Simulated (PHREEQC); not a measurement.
0.048 g of hydrous ferric oxide (600 m²/g; 0.2 weak and 0.005 strong sites per Fe, Dzombak-Morel constants, diffuse double layer) in 1 kg of water with 0.001 mol/kgw of an inert sodium salt and 0.00059 mmol/kgw CaCl2, 0.2 mmol/kgw NaH2PO4 and 0.0058 mmol/kgw NaF, at 25 °C; the pH is set by adding NaOH or the inert anion's acid. Oxygen alone is held at its pressure in air (log pO2 = -0.68). CO2 from the air is kept out. Precipitation was switched off in this run.

Base run: PHREEQC, ion-association model, wateq4f.dat. Each further column changes one thing. The table gives P sorbed (%).

```tsv
pH	base	no electrostatic term (-no_edl)	background salt from 0.001 to 0.0001 mol/kgw	oxide from 0.048 to 0.24 g/kgw	8e-05 mol/kgw ZnSO4 added
3	52.6	39.8	52.7	100.0	52.4
3.5	52.1	40.6	52.2	100.0	52.0
4	51.0	41.0	51.1	100.0	50.9
5	46.4	41.9	46.5	100.0	46.4
5.5	43.0	43.4	43.1	100.0	43.0
6	39.1	46.1	39.2	99.9	39.0
6.5	35.0	49.1	35.0	99.6	34.4
7.5	26.4	51.4	26.4	94.1	25.0
8	20.8	51.3	20.9	80.3	21.3
8.5	13.9	50.6	13.9	57.1	19.1
9	7.2	48.8	7.2	31.5	17.5
10	0.5	35.8	0.5	2.4	9.1
10.5	0.1	23.4	0.1	0.3	2.7
11	0.0	11.3	0.0	0.1	0.3
```

H3PO4, which wateq4f.dat lacks, is added to it with the constant of phreeqc.dat. The oxide is taken as insoluble; below pH 4 it would dissolve. In at least one series the solution becomes supersaturated in solids that the run did not let form, among them Zn(OH)2-e, Zn3(PO4)2:4w. The database has no phosphate complexes of Zn.
